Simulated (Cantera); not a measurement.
What does this Cantera script print?

```python
import numpy as np
import cantera as ct

gas_names = [...]  # 113 gases of nasa_gas.yaml made of C, H, O, Pb
cond_names = """
    C(gr) C6H6(L) C7H8(L) C8H18(L),n-octa H2O(s) H2O(L) Pb(cr) Pb(L) PbO(rd) PbO(yw) PbO(L) PbO2(s)
    Pb3O4(s)
""".split()


# ... load() reads the species with a 1 bar reference pressure and builds the phases ...
atoms = {
    'PbO': {'Pb': 1, 'O': 1},
    'CH4': {'C': 1, 'H': 4},
    'H2': {'H': 2},
}
top_T = {'C(gr)': 4500, 'Pb3O4(s)': 820}  # K; cautious upper limits of use, not melting points


# ... equilibrate(T, P, feed) seeds the gas with the atoms and calls Mixture.equilibrate('TP', solver="vcs", rtol=1e-11, max_steps=5000) ...
results = []
feed = {'PbO': 1, 'CH4': 0.51, 'H2': 3.4}  # mol
P = 100000  # Pa
for T in [1550, 1650, 1750, 1850, 1950, 2050, 2150, 2250, 2350, 2450]:
    mix = equilibrate(T, P, feed)
    results.append((T, P, feed, dict(zip(mix.species_names, mix.species_moles))))
    x = sorted(zip(gas.X, gas.species_names), reverse=True)
    print(f"T = {T:g} K  P = {P:g} Pa  gas = {mix.phase_moles(0):.4g} mol")
    print("   x: " + "  ".join(f"{s} {v:.3e}" for v, s in x if v > 1e-05))
    print("   condensed (mol): " + ("  ".join(f"{mix.phase(i).name} {mix.phase_moles(i):.4g}"
          for i in range(1, mix.n_phases) if mix.phase_moles(i) > 1e-12) or "none"))
```

It prints:

```
T = 1550 K  P = 100000 Pa  gas = 5.131 mol
   x: H2 7.700e-01  CO 9.534e-02  H2O 9.145e-02  Pb 3.915e-02  CO2 4.049e-03  H 2.764e-05  Pb2 2.231e-05
   condensed (mol): Pb(L) 0.7989
T = 1650 K  P = 100000 Pa  gas = 5.426 mol
   x: H2 7.277e-01  Pb 9.122e-02  CO 9.063e-02  H2O 8.693e-02  CO2 3.370e-03  Pb2 9.055e-05  H 7.749e-05  PbO 1.026e-05
   condensed (mol): Pb(L) 0.504
T = 1750 K  P = 100000 Pa  gas = 5.929 mol
   x: H2 6.655e-01  Pb 1.682e-01  CO 8.326e-02  H2O 7.985e-02  CO2 2.759e-03  Pb2 2.373e-04  H 1.897e-04  PbO 3.180e-05
   condensed (mol): none
T = 1850 K  P = 100000 Pa  gas = 5.93 mol
   x: H2 6.650e-01  Pb 1.682e-01  CO 8.350e-02  H2O 8.007e-02  CO2 2.503e-03  H 4.393e-04  Pb2 1.879e-04  PbO 5.049e-05
   condensed (mol): none
T = 1950 K  P = 100000 Pa  gas = 5.932 mol
   x: H2 6.644e-01  Pb 1.682e-01  CO 8.368e-02  H2O 8.022e-02  CO2 2.297e-03  H 9.344e-04  Pb2 1.520e-04  PbO 7.634e-05  OH 1.025e-05
   condensed (mol): none
T = 2050 K  P = 100000 Pa  gas = 5.935 mol
   x: H2 6.635e-01  Pb 1.681e-01  CO 8.380e-02  H2O 8.030e-02  CO2 2.129e-03  H 1.848e-03  Pb2 1.251e-04  PbO 1.107e-04  OH 2.444e-05
   condensed (mol): none
T = 2150 K  P = 100000 Pa  gas = 5.94 mol
   x: H2 6.621e-01  Pb 1.680e-01  CO 8.387e-02  H2O 8.030e-02  H 3.432e-03  CO2 1.989e-03  PbO 1.547e-04  Pb2 1.044e-04  OH 5.375e-05
   condensed (mol): none
T = 2250 K  P = 100000 Pa  gas = 5.948 mol
   x: H2 6.599e-01  Pb 1.677e-01  CO 8.387e-02  H2O 8.019e-02  H 6.033e-03  CO2 1.872e-03  PbO 2.094e-04  OH 1.101e-04  Pb2 8.819e-05
   condensed (mol): none
T = 2350 K  P = 100000 Pa  gas = 5.96 mol
   x: H2 6.565e-01  Pb 1.674e-01  CO 8.379e-02  H2O 7.995e-02  H 1.011e-02  CO2 1.772e-03  PbO 2.757e-04  OH 2.121e-04  Pb2 7.520e-05
   condensed (mol): none
T = 2450 K  P = 100000 Pa  gas = 5.979 mol
   x: H2 6.514e-01  Pb 1.668e-01  CO 8.361e-02  H2O 7.952e-02  H 1.621e-02  CO2 1.685e-03  OH 3.868e-04  PbO 3.538e-04  Pb2 6.459e-05
   condensed (mol): none
```

Method: chemical equilibrium by Gibbs-energy minimisation in Cantera with the NASA 1993 tables (ideal gas, pure condensed phases). Gases not in the tables: (PbO)n polymers.
